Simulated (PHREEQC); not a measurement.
Dissolve 8 mmol/kgw AgNO3 and 3.9 mmol/kgw NaNO3 at 85 °C. Closed to the air; pH follows from the charge balance.

Computed with PHREEQC (ion-association model, wateq4f.dat).

Each row changes one thing in this solution. Precipitation was switched off in this run.

```tsv
case	pH	AgNO3 (mol/kgw)	AgOH (mol/kgw)	SI of Ag2O (Ag2O)
as made	6.25	3.74e-5	1.25e-8	-3.10
diluted 10-fold with water	6.26	4.46e-7	1.39e-9	___
NaNO3 left out	6.25	2.63e-5	1.28e-8	___
temperature from 85 to 15 °C	6.98	3.86e-5	6.77e-8	___
NaNO3 from 0.0039 to 0.0078 mol/kgw	6.25	4.79e-5	1.22e-8	___
```

Task: What belongs in the gaps?

Result: 
- diluted 10-fold with water, SI of Ag2O (Ag2O): -5.01
- NaNO3 left out, SI of Ag2O (Ag2O): -3.08
- temperature from 85 to 15 °C, SI of Ag2O (Ag2O): -3.18
- NaNO3 from 0.0039 to 0.0078 mol/kgw, SI of Ag2O (Ag2O): -3.12

At this temperature some constants are extrapolated from 25 °C, and those without enthalpy data are left unchanged.
